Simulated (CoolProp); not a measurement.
Properties of C2F6 (R116) along the isobar 18.1 bar.

Computed with CoolProp (reference Helmholtz-energy equation of state, Lemmon 2006). It is a short technical equation, of lower accuracy than the large ones.

```tsv
T (°C)	phase	speed of sound (m/s)	fugacity coefficient
10.05	gas	102.9	0.7803
20.95	gas	111.0	0.8079
31.85	gas	117.6	0.8311
42.75	gas	123.2	0.8509
53.65	gas	128.1	0.8679
64.55	gas	132.6	0.8826
75.55	gas	136.8	0.8956
86.45	gas	140.6	0.9069
97.35	gas	144.2	0.9169
108.25	gas	147.6	0.9258
119.15	gas	150.8	0.9337
130.05	gas	153.9	0.9407
140.95	gas	156.8	0.9471
151.85	gas	159.6	0.9528
```
